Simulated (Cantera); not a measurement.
Feed: 1 mol C2F6, 1.8 mol H2, at 1500 K.

Equilibrium computed with Cantera from the NASA thermochemical tables; the gas is ideal and each condensed phase is pure. Candidate condensed phases: C, C6H6, C7H8, C8H18; 95 gas species. The feed counts by its element totals alone. Gases not in the tables: C2F6 and larger saturated fluorocarbons. Rates play no part.

x: gas mole fraction; n: condensed amount in mol.

| P (Pa) | x HF | x CF4 | x F | x CF2 | x CF3 | n C(graphite) |
|---|---|---|---|---|---|---|
| 1 | 0.851 | 0.137 | 0.00675 | 0.00501 | 0.000126 | 1.40 |
| 6.80 | 0.855 | 0.141 | 0.00161 | 0.00195 | 7.95e-5 | 1.40 |
| 46 | 0.857 | 0.142 | … | … | … | 1.40 |
| 320 | 0.857 | 0.143 | … | … | … | 1.40 |
| 2200 | 0.857 | 0.143 | 2.12e-5 | 0.000109 | 1.89e-5 | 1.40 |
| 15000 | 0.857 | 0.143 | 5.03e-6 | 4.17e-5 | 1.17e-5 | 1.40 |
| 100000 | 0.857 | 0.143 | 1.21e-6 | 1.62e-5 | 7.29e-6 | 1.40 |

### Question
Complete the blanks.

### Answer

- 320, x F: 9.01e-5
- 320, x CF2: 0.000285
- 320, x CF3: 3.06e-5
- 46, x F: 0.000386
- 46, x CF2: 0.000751
- 46, x CF3: 4.96e-5
